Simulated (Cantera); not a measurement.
# Thermodynamics of abatement and gas-phase synthesis, feed SF₆ + H₂

A closed system holds: 1 mol SF₆, 3.7 mol H₂, equilibrated at 0.0133 bar.

Cantera equilibrium calculation (NASA polynomials, part measured and part estimated; ideal gas, pure solids and liquids). Candidate condensed phases: S; 24 gas species. Gases not in the tables: S₃ to S₇. Rates play no part.

From 675 K to 3275 K nothing is condensed.

| T (K) | x HF | x H | x F | x S | x H₂S | x H₂ | x S₂ |
|---|---|---|---|---|---|---|---|
| 675 | 0.876 | <1e-12 | <1e-12 | <1e-12 | 0.102 | 0.000252 | 0.0220 |
| 875 | 0.872 | 3.88e-11 | <1e-12 | 2.36e-10 | 0.0938 | 0.00798 | 0.0258 |
| 1075 | 0.858 | 2.54e-8 | <1e-12 | 7.48e-8 | 0.0601 | 0.0400 | 0.0415 |
| 1275 | 0.844 | 1.72e-6 | 8.17e-11 | 3.92e-6 | 0.0261 | 0.0722 | 0.0571 |
| 1475 | 0.838 | 3.31e-5 | 7.30e-9 | 6.64e-5 | 0.0104 | 0.0867 | 0.0640 |
| 1675 | 0.835 | 0.000304 | 2.36e-7 | 0.000558 | 0.00461 | 0.0915 | 0.0658 |
| 1875 | 0.832 | 0.00172 | 3.73e-6 | 0.00293 | 0.00229 | 0.0919 | 0.0647 |
| 2075 | 0.826 | 0.00687 | 3.53e-5 | 0.0108 | 0.00122 | 0.0887 | 0.0598 |
| 2275 | 0.812 | 0.0208 | 0.000232 | 0.0297 | 0.000624 | 0.0801 | 0.0487 |
| 2475 | 0.786 | 0.0492 | 0.00119 | 0.0605 | 0.000272 | 0.0638 | 0.0314 |
| 2675 | 0.750 | 0.0917 | 0.00523 | 0.0911 | 8.78e-5 | 0.0421 | 0.0146 |
| 2875 | 0.701 | 0.140 | 0.0206 | 0.107 | 2.17e-5 | 0.0232 | 0.00512 |
| 3075 | 0.614 | 0.196 | 0.0650 | 0.108 | 5.33e-6 | 0.0131 | 0.00160 |
| 3275 | 0.468 | 0.273 | 0.147 | 0.101 | 1.54e-6 | 0.00849 | 0.000484 |
x: gas mole fraction; nothing condenses.
